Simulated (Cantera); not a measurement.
Transport properties of process gases

Gas mixture: 39.3 % CO₂, 60.7 % C₂H₂, at 0.00266 atm, frozen composition.

Cantera's kinetic-theory transport with the Lennard-Jones parameters of GRI-Mech 3.0, ideal gas; thermal conductivity in the multicomponent form. The composition is frozen, though it would react at the higher temperatures.

| T (K) | ρ (kg/m³) | cp (J/kg/K) | μ (µPa s) | λ (mW/m/K) | Pr | D (cm²/s) H | D (cm²/s) H₂ | D (cm²/s) NH₃ |
|---|---|---|---|---|---|---|---|---|
| 400 | 0.00269 | 1412 | 16.2 | 31.3 | 0.733 | 602 | 394 | 108 |
| 550 | 0.00195 | 1584 | 21.2 | 45.8 | 0.734 | 1060 | 678 | 199 |
| 700 | 0.00154 | 1706 | 25.6 | 59.6 | 0.734 | 1620 | 1020 | 311 |
| 850 | 0.00126 | 1806 | 29.6 | 72.8 | 0.733 | 2270 | 1410 | 443 |
| 1000 | 0.00107 | 1891 | 33.2 | 85.7 | 0.732 | 2990 | 1850 | 592 |
| 1150 | 0.000934 | 1962 | 36.6 | 98.2 | 0.731 | 3790 | 2330 | 757 |
| 1300 | 0.000827 | 2022 | 39.8 | 110 | 0.731 | 4660 | 2860 | 936 |
D: mixture-averaged diffusion coefficient of that species in the mixture.
